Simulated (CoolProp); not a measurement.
Model: reference Helmholtz-energy equation of state, Lemmon 2005, in CoolProp.

Problem. Give the vapour pressure (MPa), enthalpy of vaporisation (kJ/kg), liquid cp (kJ/(kg K)), liquid viscosity (µPa s) of saturated R125 at -83.65, -6.75, 26.15 °C.

Solution. 
```tsv
T (°C)	p (MPa)	enthalpy of vaporisation (kJ/kg)	liquid cp (kJ/(kg K))	liquid viscosity (µPa s)
-83.65	0.0119	182	1.05	776
-6.75	0.539	138	1.23	224
26.15	1.42	109	1.42	138
```

Viscosity comes from a separate model (Huber 2006).
